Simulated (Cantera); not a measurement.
A closed system holds: 1 mol Si, 0.048 mol O₂, 2 mol H₂, at 752 °C and 10.0 mbar.

Method: chemical equilibrium by Gibbs-energy minimisation in Cantera with the NASA 1993 tables (ideal gas, pure condensed phases). Candidate condensed phases: H₂O, Si, SiO₂; 18 gas species. Mutual solubility and eutectic melting of coexisting phases are not modelled. The numbers say what is thermodynamically allowed, not how fast it happens.

Base state: H₂ 1.00 (mole fractions); condensed: Si(s) + SiO₂(β-quartz).

**Question.** What changes in the equilibrium state with this change: temperature from 752 °C to 1552 °C?

**Answer.** 
| species | before | after |
|---|---|---|
| H₂ | 1.00 | 0.949 |
| SiO | 1.44e-7 | 0.0457 |
| H | 4.36e-8 | 0.00429 |
| Si | <1e-9 | 0.000455 |
| SiH | <1e-9 | 4.71e-5 |
| SiH₂ | <1e-9 | 3.38e-5 |
| Si(s), mol | 0.952 | 0 |
| SiO₂(β-quartz), mol | 0.0480 | 0 |
| Si(l), mol | 0 | 0.903 |
Gases not in the tables: Si₂H₆ and higher silanes.
